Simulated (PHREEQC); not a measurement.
Make-up at 20 °C: 0.023 mol NaF and 0.0001 mol MnCl2 per kg of water. Closed to the air; pH follows from the charge balance.

Equilibrium calculation in PHREEQC: ion-association model, phreeqc.dat.

Question: The ionic strength comes out as 0.0231 mol/kgw. What activity coefficients do Mn+2, Na+, MnF+, Cl-, F- get?

Answer: Mn+2 0.58, Na+ 0.87, MnF+ 0.87, Cl- 0.86, F- 0.86.

This is a speciation only: nothing precipitates in the calculation. Species that the database lacks are ignored.
